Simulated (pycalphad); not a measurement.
Computed with pycalphad from the COST 507 light-alloy database (1999), at 1 atm. No gas phase is included, though pure Al would boil below 3050 K. The data set is of 1999 and partly superseded.

Question: Which phases does Al-19 at.% C hold at 1818 K, with what compositions and amounts?

Answer: LIQUID with 0.41 at.% C and AL4C3 with 42.9 at.% C. The lever rule gives (19 − 0.4)/(42.9 − 0.4) = 0.44 of AL4C3 and 0.56 of LIQUID.

Question: Which phases does Al-48 at.% C hold at 1945 K, with what compositions and amounts?

Answer: AL4C3 with 42.9 at.% C and GRAPHITE with 100 at.% C. The lever rule gives (48 − 42.9)/(100.0 − 42.9) = 0.09 of GRAPHITE and 0.91 of AL4C3.

Question: Which phases does Al-86 at.% C hold at 2625 K, with what compositions and amounts?

Answer: LIQUID with 27.4 at.% C and GRAPHITE with 100 at.% C. The lever rule gives (86 − 27.4)/(100.0 − 27.4) = 0.81 of GRAPHITE and 0.19 of LIQUID.

Question: Which phases does Al-62 at.% C hold at 3050 K, with what compositions and amounts?

Answer: LIQUID with 42.1 at.% C and GRAPHITE with 100 at.% C. The lever rule gives (62 − 42.1)/(100.0 − 42.1) = 0.34 of GRAPHITE and 0.66 of LIQUID.

Database names, with the compositions (at.%) that they take in these runs: AL4C3: Al 57 C 43.
